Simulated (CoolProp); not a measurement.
R114 along the isotherm 5.05 °C: Z from the reference equation and from simpler models built on Tc = 147.5 °C, pc = 33.52 bar, ω = 0.252; each cubic takes its own stable root.

The numbers come from the reference Helmholtz-energy equation of state, Platzer 1990 in CoolProp. This equation is an older, rougher fit; its heat capacities, sound speeds and derivatives of the liquid may be far off and weren't checked against measurements.

| p (bar) | phase | reference | van der Waals | Redlich-Kwong | Soave-Redlich-Kwong | Peng-Robinson |
|---|---|---|---|---|---|---|
| 0.053 | gas | 0.9981 | 0.9988 | 0.9983 | 0.9981 | 0.9980 |
| 0.121 | gas | 0.9957 | 0.9972 | 0.9961 | 0.9957 | 0.9955 |
| 0.275 | gas | 0.9901 | 0.9936 | 0.9912 | 0.9902 | 0.9898 |
| 0.625 | gas | 0.9771 | 0.9853 | 0.9797 | 0.9774 | 0.9765 |
| 1.42 | liquid | 0.006930 | 0.9661 | 0.9528 | 0.007183 | 0.006352 |
| 3.24 | liquid | 0.01581 | 0.9189 | 0.01697 | 0.01638 | 0.01448 |
| 7.37 | liquid | 0.03592 | 0.05625 | 0.03852 | 0.03719 | 0.03290 |
| 16.8 | liquid | 0.08170 | 0.1270 | 0.08736 | 0.08447 | 0.07476 |

At some of these states van der Waals, Redlich-Kwong gives the other phase, because its saturation line lies elsewhere.
